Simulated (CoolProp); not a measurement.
Vapour-liquid equilibrium of R134a (1) + R236FA (2) at 239.4 K; x and y are mole fractions of (1).

Computed with CoolProp (multi-fluid Helmholtz-energy mixture model, Tillner-Roth 1994 and Pan 2012; pair parameters Bell 2016).

Question: Give the bubble pressure and the first vapour's composition at x = 0.25, 0.65, 0.95. Is there an azeotrope?

Answer: x = 0.25: 0.3320 bar, y = 0.518; x = 0.65: 0.5276 bar, y = 0.857; x = 0.95: 0.6784 bar, y = 0.984. No azeotrope shows between x = 0.05 and 0.95.

Pair parameters are fitted to limited data, so mixtures are less certain than the pure fluids.
